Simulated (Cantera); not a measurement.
An isothermal, constant-pressure homogeneous reactor starts with N₂O : H₂ : N₂ = 1 : 0.048 : 0.87 (molar parts), at 1350 K and 0.133 bar.

Computed with Cantera and GRI-Mech 3.0 (53 species, 325 reactions). GRI-Mech 3.0 was tuned for natural gas; its chemistry of N2O as a main component is partial and can be far from experiment. The mechanism lacks the step 2 NO + O2 → 2 NO2, which can matter for NO2 below about 1400 K. The temperature is held fixed by assumption; the heat of reaction is taken as removed at once.

Q: Predict: x(N₂O) at 5.00 s; x(H₂) at 5.00 s; x(O) at 5.00 s; x(H₂O) at 5.00 s; x(OH) at 5.00 s; x(NO) at 5.00 s; x(O₂) at 5.00 s.

A: 
- x(N₂O) at 5.00 s: 0.00392 (gas-phase equilibrium 1.24e-8)
- x(H₂) at 5.00 s: 1.36e-7 (gas-phase equilibrium 2.53e-8)
- x(O) at 5.00 s: 2.71e-6 (gas-phase equilibrium 5.18e-7)
- x(H₂O) at 5.00 s: 0.0201 (gas-phase equilibrium 0.0200)
- x(OH) at 5.00 s: 3.07e-5 (gas-phase equilibrium 1.34e-5)
- x(NO) at 5.00 s: 0.0538 (gas-phase equilibrium 0.000527)
- x(O₂) at 5.00 s: 0.170 (gas-phase equilibrium 0.199)
